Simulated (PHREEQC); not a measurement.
Dissolve 0.27 mol NaHF2 per kg of water at 20 °C. Closed to the air; pH follows from the charge balance.

The numbers come from PHREEQC with the ion-association model, phreeqc.dat.

| quantity | before | after |
|---|---|---|
| pH | 2.93 | 3.09 |
| HF (mol/kgw) | 0.169 | 0.0238 |
| F- (mol/kgw) | 0.161 | 0.0254 |
| HF2- (mol/kgw) | 0.0991 | 0.00223 |

Task: Name the change that produced these shifts.
(A) NaHF2 from 0.27 to 0.135 mol/kgw
(B) temperature from 20 to 80 °C
(C) NaHF2 from 0.27 to 0.027 mol/kgw
(D) 0.33 mol/kgw H3PO4 added

Result: C, NaHF2 from 0.27 to 0.027 mol/kgw

No solid was allowed to form.
